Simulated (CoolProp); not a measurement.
CF4 (R14) along the isotherm -148.15 °C: Z from the reference equation and from simpler models built on Tc = -45.8 °C, pc = 3.762 MPa, ω = 0.178; each cubic takes its own stable root.

The numbers come from the reference Helmholtz-energy equation of state, Platzer 1990 in CoolProp. This equation is an older, rougher fit; its heat capacities, sound speeds and derivatives of the liquid may be far off and weren't checked against measurements.

| p (MPa) | phase | reference |
|---|---|---|
| 0.209 | liquid | 0.01037 |
| 0.418 | liquid | 0.02073 |
| 0.627 | liquid | 0.03108 |
| 0.836 | liquid | 0.04143 |
| 1.05 | liquid | 0.05202 |
| 1.25 | liquid | 0.06191 |
| 1.46 | liquid | 0.07228 |
| 1.67 | liquid | 0.08265 |
| 1.88 | liquid | 0.09302 |

Question: How far does each simpler model (van der Waals, Redlich-Kwong, Soave-Redlich-Kwong, Peng-Robinson) lie from the reference over these 9 states: mean and median of the absolute difference, and the worst?

Answer: 
- van der Waals: mean 52.6 %, median 52.6 %, worst +53.0 % at -148.15 °C and 0.209 MPa
- Redlich-Kwong: mean 3.3 %, median 3.3 %, worst +3.4 % at -148.15 °C and 0.209 MPa
- Soave-Redlich-Kwong: mean 1.9 %, median 1.9 %, worst +1.9 % at -148.15 °C and 0.209 MPa
- Peng-Robinson: mean 9.5 %, median 9.5 %, worst -9.5 % at -148.15 °C and 1.88 MPa
